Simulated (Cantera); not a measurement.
Feed: 1 mol BCl3, 5.7 mol H2O, held at 1825 °C and 0.0100 bar.

Method: chemical equilibrium by Gibbs-energy minimisation in Cantera with the NASA 1993 tables (ideal gas, pure condensed phases). Candidate condensed phases: B, B2O3, B3O3H3, H2O; 33 gas species. The tables' values for BOCl are old estimates; treat these amounts as uncertain. Rates play no part.

Base state: H2O 0.447, HCl 0.335, HBO2 0.115, Cl 0.0405, H2 0.0351, OH 0.00872, H 0.00577, O2 0.00556 (mole fractions); condensed: gas only.

Problem. What changes in the equilibrium state with this change: H2O from 5.7 to 3.1 mol?

Solution. 
| species | before | after |
|---|---|---|
| HCl | 0.335 | 0.501 |
| H2O | 0.447 | 0.216 |
| HBO2 | 0.115 | 0.155 |
| B2O3 | 0.00356 | 0.0134 |
| Cl | 0.0405 | 0.0612 |
| H2 | 0.0351 | 0.0345 |
| BOCl | 0.000584 | 0.00244 |
| O2 | 0.00556 | 0.00134 |
| BO | 0.000151 | 0.000417 |
| HBO | 6.92e-5 | 0.000190 |
| Cl2 | 1.47e-5 | 3.36e-5 |

Problem. What changes in the equilibrium state with this change: BCl3 replaced by BF3?

Solution. 
```csv
species,before,after
H2O,0.447,0.509
HF,0,0.307
BOF,0,0.0738
HCl,0.335,0
Cl,0.0405,0
HBO2,0.115,0.0506
O2,0.00556,0.0114
OH,0.00872,0.0111
H2,0.0351,0.0279
BOCl,0.000584,0
F,0,3.41e-5
Cl2,1.47e-5,0
B2O3,0.00356,0.000609
```

Problem. What changes in the equilibrium state with this change: temperature from 1825 °C to 1675 °C?

Solution. 
```csv
species,before,after
H2O,0.447,0.467
HCl,0.335,0.360
HBO2,0.115,0.120
Cl,0.0405,0.0227
H2,0.0351,0.0181
BO,0.000151,2.75e-5
O,0.00102,0.000221
```
